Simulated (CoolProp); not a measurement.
A single-stage vapour-compression cycle with the fluid: evaporating at 309.15 K (dew point), condensing at 331.15 K (bubble point), superheat 0 K, subcooling 0 K, compressor efficiency 0.75, no pressure losses. The same conditions are run with several fluids, on thermodynamics alone (safety and materials aside).

Computed with CoolProp (reference Helmholtz-energy equation of state of each fluid (dimethyl ether: Wu 2011; trans-2-butene: Lemmon 2005; R143a: Lemmon and Jacobsen 2000; n-hexane: Thol 2019; isobutane: Bücker 2006; R227EA: Lemmon 2016)).

| fluid | cooling COP | pressure ratio | discharge temperature (K) | refrigerating effect (kJ/kg) | volumetric capacity (kJ/m³) |
|---|---|---|---|---|---|
| dimethyl ether | 9.30 | 1.73 | 339.6 | 326 | 5480 |
| trans-2-butene | 9.50 | 1.81 | 334.1 | 315 | 2480 |
| R143a | 7.38 | 1.65 | 337.7 | 101 | 8000 |
| n-hexane | 9.66 | 2.24 | 331.1 | 307 | 335 |
| isobutane | 9.15 | 1.74 | 331.2 | 259 | 3190 |
| R227EA | 8.37 | 1.78 | 331.2 | 77.3 | 3880 |

The compression ends wet for: n-hexane; isobutane; R227EA.
